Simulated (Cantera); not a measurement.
Charge: 1 mol SO₂, 0.27 mol H₂, 0.085 mol O₂, equilibrated at 2700 Pa.

These are equilibrium values from Cantera (NASA tables, ideal gas, pure condensed phases), not measurements of a reactor. Candidate condensed phases: H₂O, H₂SO₄, S; 19 gas species. The numbers say what is thermodynamically allowed, not how fast it happens. All values below are at 1577 °C.

Base state: SO₂ 0.747, H₂O 0.193, SO 0.0317, H₂ 0.0203, S₂ 0.00577, SH 0.000540, S 0.000508, H 0.000467 (mole fractions); condensed: gas only.

What changes in the equilibrium state with this change: SO₂ replaced by CO₂?


```tsv
species	before	after
CO₂	0	0.712
H₂O	0.193	0.207
CO	0	0.0743
SO₂	0.747	0
SO	0.0317	0
H₂	0.0203	0.00537
S₂	0.00577	0
SH	0.000540	0
S	0.000508	0
S₂O	0.000345	0
H₂S	0.000233	0
```
Further candidate phases: C, C₆H₆, C₇H₈, C₈H₁₈.
